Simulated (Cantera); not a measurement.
Input: 1 mol Cu2O, 1.1 mol C, 7.6 mol H2, 12 mol CO, held at 0.240 bar.

These are equilibrium values from Cantera (NASA tables, ideal gas, pure condensed phases), not measurements of a reactor. Candidate condensed phases: C, C6H6, C7H8, C8H18, Cu, CuO, Cu(OH)2, Cu2O, H2O; 113 gas species. Equilibrium is a limit: real reactors are often held back by kinetics, nucleation or transport.

Q: Which condensed phases are stable at each of these points (T (°C)): 677, 777, 877, 977, 1077, 1177, 1277, 1377, 1477, 1577, 1677, 1777, 1877, 1977?

A: 
```tsv
T (°C)	condensed phases	Cu condensed (%)
677	C(graphite) + Cu(s)	100.0
777	C(graphite) + Cu(s)	100.0
877	C(graphite) + Cu(s)	100.0
977	C(graphite) + Cu(s)	100.0
1077	C(graphite) + Cu(s)	100.0
1177	C(graphite) + Cu(l)	100.0
1277	C(graphite) + Cu(l)	99.9
1377	C(graphite) + Cu(l)	99.7
1477	C(graphite) + Cu(l)	98.7
1577	C(graphite) + Cu(l)	95.9
1677	C(graphite) + Cu(l)	88.3
1777	C(graphite) + Cu(l)	69.7
1877	C(graphite) + Cu(l)	26.7
1977	C(graphite)	0.0
```

From 677 °C to 1077 °C the condensed part is C(graphite) + Cu(s). From 1177 °C to 1877 °C the condensed part is C(graphite) + Cu(l). At 1977 °C the condensed part is C(graphite).
